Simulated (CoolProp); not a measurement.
R410A at 424.15 K and 4.91 MPa is throttled through a valve to 0.13 MPa with no heat exchange. Each further row changes one setting.

Model: reference Helmholtz-energy equation of state, Lemmon 2003, in CoolProp. It is a pseudo-pure fit of the blend.

```
case                       temperature change (K)  final density (kg/m³)
-------------------------  ----------------------  ---------------------
as stated                                     ___                    ___
outlet pressure 0.039 MPa                     ___                  0.879
outlet pressure 0.169 MPa                     ___                   3.82
```

Problem. Complete the blanks.

Solution. 
- as stated, temperature change (K): -35.1
- as stated, final density (kg/m³): 2.94
- outlet pressure 0.039 MPa, temperature change (K): -35.9
- outlet pressure 0.169 MPa, temperature change (K): -34.8
